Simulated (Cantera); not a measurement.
Input (Python, Cantera):

```python
import numpy as np
import cantera as ct

gas = ct.Solution("gri30.yaml")
gas.TPX = 2675, 1100, {'CH4': 0.0044, 'H2': 1, 'O2': 0.014, 'H2O': 0.0012}
reactor = ct.IdealGasConstPressureReactor(gas, energy="off", clone=False)
net = ct.ReactorNet([reactor])
net.rtol, net.atol = 1e-08, 1e-18
show = ['CH4', 'H2', 'O2', 'CH3', 'CO', 'C2H6']
times = np.geomspace(0.0006, 50, 15)

steps = ct.SolutionArray(gas, extra=["t"])
rows = []
print(f"{'t/s':>10s}{'T/K':>9s}{'P/Pa':>11s}" + "".join(f"{s:>11s}" for s in show))
for t in times:
    while net.time < t:
        t_next = net.step()
        steps.append(gas.state, t=t_next)
    rows.append([np.interp(t, steps.t, y) for y in (steps.T, steps.P, *steps(*show).X.T)])
    print(f"{t:10.3e}{rows[-1][0]:9.1f}{rows[-1][1]:11.4g}" + "".join(f"{x:11.3e}" for x in rows[-1][2:]))
rate = np.gradient(steps.T, steps.t)
print("integrator steps:", len(steps.t))
if steps.T.max() > steps.T[0] + 200:
    print(f"time of steepest temperature rise: {steps.t[rate.argmax()]:.4e} s")
gas.TPX = 2675, 1100, {'CH4': 0.0044, 'H2': 1, 'O2': 0.014, 'H2O': 0.0012}
gas.equilibrate("TP")
print(f"equilibrium (TP): T = {gas.T:.1f} K  " + "  ".join(f"{s} {gas[s].X[0]:.3e}" for s in show))
```

Result:

```
       t/s      T/K       P/Pa        CH4         H2         O2        CH3         CO       C2H6
 6.000e-04   2675.0       1100  2.512e-03  9.386e-01  1.291e-03  1.409e-03  1.465e-04  4.975e-08
 1.348e-03   2675.0       1100  1.823e-03  9.309e-01  1.157e-06  1.272e-03  3.501e-04  3.310e-08
 3.028e-03   2675.0       1100  9.872e-04  9.251e-01  1.128e-07  8.173e-04  7.794e-04  1.148e-08
 6.802e-03   2675.0       1100  3.555e-04  9.180e-01  1.527e-07  3.521e-04  1.613e-03  1.756e-09
 1.528e-02   2675.0       1100  1.120e-04  9.085e-01  2.033e-07  1.346e-04  2.905e-03  2.054e-10
 3.432e-02   2675.0       1100  1.015e-05  8.924e-01  3.072e-07  1.574e-05  4.034e-03  2.055e-12
 7.710e-02   2675.0       1100  1.175e-10  8.596e-01  6.454e-07  2.668e-10  4.074e-03  2.997e-21
 1.732e-01   2675.0       1100  6.982e-13  7.978e-01  1.727e-06  2.650e-12  3.937e-03  1.752e-26
 3.891e-01   2675.0       1100  8.343e-14  7.064e-01  4.717e-06  5.450e-13  3.734e-03  3.428e-28
 8.740e-01   2675.0       1100  1.693e-14  6.242e-01  9.332e-06  1.637e-13  3.551e-03  1.799e-29
 1.963e+00   2675.0       1100  1.016e-14  5.959e-01  1.145e-05  1.112e-13  3.487e-03  7.038e-30
 4.411e+00   2675.0       1100  9.870e-15  5.943e-01  1.158e-05  1.088e-13  3.484e-03  6.677e-30
 9.908e+00   2675.0       1100  9.869e-15  5.943e-01  1.158e-05  1.088e-13  3.484e-03  6.677e-30
 2.226e+01   2675.0       1100  9.869e-15  5.943e-01  1.158e-05  1.088e-13  3.484e-03  6.677e-30
 5.000e+01   2675.0       1100  9.869e-15  5.943e-01  1.158e-05  1.088e-13  3.484e-03  6.677e-30
integrator steps: 2086
equilibrium (TP): T = 2675.0 K  CH4 1.019e-14  H2 5.943e-01  O2 1.158e-05  CH3 1.124e-13  CO 3.484e-03  C2H6 7.115e-30
```

Cantera simulation using GRI-Mech 3.0 (53 species, 325 reactions); the numbers are that mechanism's predictions, not measurements. Radical loss at walls, strong at low pressure, is not modelled.
